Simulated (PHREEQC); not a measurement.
A made-up water analysis in mg/L, 77 °C, pH 4.17, pe 10.7: Na 131; K 33.7; Ca 31.8; Mg 1.25; Cl 25.7; S(6) as SO4 407; Al 6.12.

Valence states are taken as typed.

Model: ion-association model, phreeqc.dat, run in PHREEQC.

Each row changes one thing in this solution. This is a speciation only: nothing precipitates in the calculation.

```json
[
 {"case": "as made", "ionic strength (mol/kgw)": "0.0126", "SO4-2 (mol/kgw)": "0.00372", "K+ (mol/kgw)": "0.000834", "Ca+2 (mol/kgw)": "0.000590", "CaSO4 (mol/kgw)": "0.000203", "AlSO4+ (mol/kgw)": "9.23e-5", "SI of Al(OH)3(a) (Al(OH)3)": "-0.60", "SI of Gypsum (CaSO4:2H2O)": "-1.36"},
 {"case": "S(6) from 407 to 814 mg/L", "ionic strength (mol/kgw)": "0.0204", "SO4-2 (mol/kgw)": "0.00768", "K+ (mol/kgw)": "0.000811", "Ca+2 (mol/kgw)": "0.000505", "CaSO4 (mol/kgw)": "?", "AlSO4+ (mol/kgw)": "0.000117", "SI of Al(OH)3(a) (Al(OH)3)": "?", "SI of Gypsum (CaSO4:2H2O)": "-1.21"},
 {"case": "all concentrations times 3 at the same typed pH", "ionic strength (mol/kgw)": "0.0356", "SO4-2 (mol/kgw)": "0.0104", "K+ (mol/kgw)": "?", "Ca+2 (mol/kgw)": "0.00151", "CaSO4 (mol/kgw)": "0.000874", "AlSO4+ (mol/kgw)": "0.000361", "SI of Al(OH)3(a) (Al(OH)3)": "-0.37", "SI of Gypsum (CaSO4:2H2O)": "-0.72"}
]
```

Some entries are withheld; supply them.


- S(6) from 407 to 814 mg/L, CaSO4 (mol/kgw): 0.000289
- S(6) from 407 to 814 mg/L, SI of Al(OH)3(a) (Al(OH)3): -0.78
- all concentrations times 3 at the same typed pH, K+ (mol/kgw): 0.00241

Some of these states are supersaturated (in Gibbsite (slow to form), for instance). Constants without temperature data keep their 25 °C values here.
